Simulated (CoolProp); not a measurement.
Vapour-liquid equilibrium of R134a (1) + R1234ze(E) (2) at -21.35 °C; x and y are mole fractions of (1).

Model: multi-fluid Helmholtz-energy mixture model, Tillner-Roth 1994 and Thol 2016; pair parameters Bell 2022, in CoolProp.

Give the bubble pressure and the first vapour's composition at x = 0.275, 0.725, 0.95. Is there an azeotrope?

x = 0.275: 0.1057 MPa, y = 0.358; x = 0.725: 0.1197 MPa, y = 0.764; x = 0.95: 0.1243 MPa, y = 0.956. No azeotrope shows between x = 0.05 and 0.95.

The pair parameters rest on a limited set of measurements; away from them the model extrapolates.
